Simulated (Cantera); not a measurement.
A closed system holds: 1 mol C6H6, 2.1 mol NH3, 4.5 mol H2, held at 950 °C and 10.0 Torr.

These are equilibrium values from Cantera (NASA tables, ideal gas, pure condensed phases), not measurements of a reactor. Candidate condensed phases: C, C6H6, C7H8, C8H18; 92 gas species. Rates play no part.

Base state: H2 0.910, N2 0.0897, CH4 0.000147, HCN 2.73e-5 (mole fractions); condensed: C(graphite).

Task: What changes in the equilibrium state with this change: 1.7 mol H2O added?

Result: 
```
species             before     after
----------------  --------  --------
H2                   0.910     0.818
CO                       0     0.113
N2                  0.0897    0.0695
H2O                      0   2.47e-5
CH4               0.000147  0.000119
C(graphite), mol      6.00      4.30
```
Further candidate phases: H2O.

Task: What changes in the equilibrium state with this change: temperature from 950 °C to 1852 °C?

Result: 
```tsv
species	before	after
H2	0.910	0.877
N2	0.0897	0.0850
H	2.48e-6	0.0295
HCN	2.73e-5	0.00640
C2H2 (acetylene)	1.43e-7	0.00147
HNC	1.53e-7	0.000450
CH4	0.000147	3.19e-6
C(graphite), mol	6.00	5.88
```
